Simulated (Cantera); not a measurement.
A perfectly stirred reactor is fed with CH4 : H2 : N2 : H2O = 0.0038 : 1 : 0.0047 : 0.012 (molar parts), at 1200 Pa; it is held at 2700 K, and followed from long to short residence time.

Model: GRI-Mech 3.0 (53 species, 325 reactions), integrated in Cantera. Radical loss at walls, strong at low pressure, is not modelled.

Task: Predict: x(CH4) at τ = 3.40 s; x(H2) at τ = 3.40 s; x(HCN) at τ = 3.40 s; x(CH4) at τ = 0.170 s; x(H2) at τ = 0.170 s; x(C2H) at τ = 0.170 s; x(HCN) at τ = 0.170 s; x(C2H2) at τ = 0.170 s.

Result: 
| Item | Result |
|---|---|
| x(CH4) at τ = 3.40 s | 3.86e-9 |
| x(H2) at τ = 3.40 s | 0.616 |
| x(HCN) at τ = 3.40 s | 1.08e-8 |
| x(CH4) at τ = 0.170 s | 5.61e-6 |
| x(H2) at τ = 0.170 s | 0.842 |
| x(C2H) at τ = 0.170 s | 7.76e-8 |
| x(HCN) at τ = 0.170 s | 5.41e-6 |
| x(C2H2) at τ = 0.170 s | 4.31e-6 |
